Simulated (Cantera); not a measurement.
A closed system holds: 1 mol Mg(OH)2, 0.94 mol CO2, 0.022 mol H2, equilibrated at 1675 K and 1.00 bar.

Cantera equilibrium calculation (NASA polynomials, part measured and part estimated; ideal gas, pure solids and liquids). Candidate condensed phases: C, C6H6, C7H8, C8H18, H2O, Mg, MgCO3, MgO, Mg(OH)2; 116 gas species. Rates play no part.

Base state: H2O 0.518, CO2 0.471, CO 0.00845, H2 0.00281, OH 5.49e-5 (mole fractions); condensed: MgO(s).

### Question
What changes in the equilibrium state with this change: H2 from 0.022 to 0.33 mol?

### Answer
| species | before | after |
|---|---|---|
| H2O | 0.518 | 0.537 |
| CO2 | 0.471 | 0.318 |
| CO | 0.00845 | 0.0963 |
| H2 | 0.00281 | 0.0491 |
| H | 6.15e-6 | 2.57e-5 |
| OH | 5.49e-5 | 1.36e-5 |
| MgO(s), mol | 1.000 | 1.000 |

### Question
What changes in the equilibrium state with this change: pressure from 1.00 bar to 57.0 Pa?

### Answer
```
species       before    after
-----------  -------  -------
H2O            0.518    0.512
CO2            0.471    0.461
CO           0.00845   0.0152
O            9.73e-8  9.28e-5
O2           8.11e-6  0.00421
MgO(s), mol    1.000    1.000
```

### Question
What changes in the equilibrium state with this change: temperature from 1675 K to 500 K?

### Answer
```csv
species,before,after
H2O,0.518,0.983
H2,0.00281,0.0104
CO2,0.471,0.00324
CO,0.00845,2.50e-7
CH4,<1e-9,0.00316
OH,5.49e-5,<1e-9
"MgO(s), mol",1.000,0
"MgCO3(s), mol",0,0.934
"Mg(OH)2(s), mol",0,0.0661
```
